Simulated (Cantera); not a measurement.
Mixture: CO : H2 : O2 : N2 = 1 : 0.066 : 0.381 : 1.43 (molar parts), at 4.93 atm, adiabatic and at constant pressure. Ignition delay is the time to a rise of 400 K.

Computed with Cantera and GRI-Mech 3.0 (53 species, 325 reactions). The hydrogen kinetics of GRI-Mech 3.0 are dated; newer H2 mechanisms differ, most at raised pressure. Where the delays flatten at high temperature, the 400 K rule measures the pace of heat release, not the induction time.

```tsv
quantity	before	after
delay at 975 K	5.49 ms	10.2 ms
delay at 1075 K	0.385 ms	0.550 ms
delay at 1175 K	54.3 µs	52.5 µs
delay at 1275 K	22.7 µs	22.3 µs
delay at 1375 K	14.2 µs	14.6 µs
```

Task: Name the change that produced these shifts.
A) H2 0.066 to 0.023 parts
B) N2 1.43 to 3.5 parts
C) CO 1 to 0.36 parts
D) constant volume in place of constant pressure

Result: C, CO 1 to 0.36 parts
